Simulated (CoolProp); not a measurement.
Vapour-liquid equilibrium of cyclohexane (1) + ethylbenzene (2) at 3.39 bar; x and y are mole fractions of (1).

Values from CoolProp's multi-fluid Helmholtz-energy mixture model, Zhou 2014 and Zhou 2012; pair parameters Bell 2016.

```
x     bubble temperature (°C)  y at the bubble point  dew temperature at overall composition x (°C)  liquid density (mol/L)
----  -----------------------  ---------------------  ---------------------------------------------  ----------------------
0.05                    181.9                  0.147                                          185.9                   6.736
0.15                    171.5                  0.376                                          181.8                   6.897
0.25                    162.7                  0.540                                          177.5                   7.045
0.35                    155.3                  0.657                                          172.8                   7.181
0.45                    149.1                  0.744                                          167.7                   7.309
0.55                    143.9                  0.810                                          162.1                   7.430
0.65                    139.5                  0.863                                          155.8                   7.547
0.75                    135.5                  0.907                                          148.7                   7.664
0.85                    131.9                  0.946                                          140.6                   7.781
0.95                    128.6                  0.982                                          131.6                   7.902
```

No azeotrope shows between x = 0.05 and 0.95.

The pair parameters rest on a limited set of measurements; away from them the model extrapolates.
